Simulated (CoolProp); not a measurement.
Vapour-liquid equilibrium of R141b (1) + n-pentane (2) at 101 kPa; x and y are mole fractions of (1).

The numbers come from the multi-fluid Helmholtz-energy mixture model, Lemmon 2006 and Thol 2019; pair parameters Bell 2016 in CoolProp.

```csv
x,bubble temperature (°C),y at the bubble point,dew temperature at overall composition x (°C),liquid density (mol/L)
0.05,34.9,0.082,35.3,8.542
0.15,33.2,0.214,34.0,8.715
0.25,32.2,0.317,32.8,8.891
0.35,31.4,0.406,31.9,9.072
0.45,31.0,0.487,31.2,9.260
0.55,30.7,0.566,30.8,9.455
0.65,30.6,0.648,30.6,9.659
0.75,30.8,0.735,30.8,9.870
0.85,31.1,0.831,31.2,10.09
0.95,31.6,0.940,31.7,10.32
```

y crosses x between x = 0.55 and 0.65: the model has an azeotrope there.

Pair parameters are fitted to limited data, so mixtures are less certain than the pure fluids.
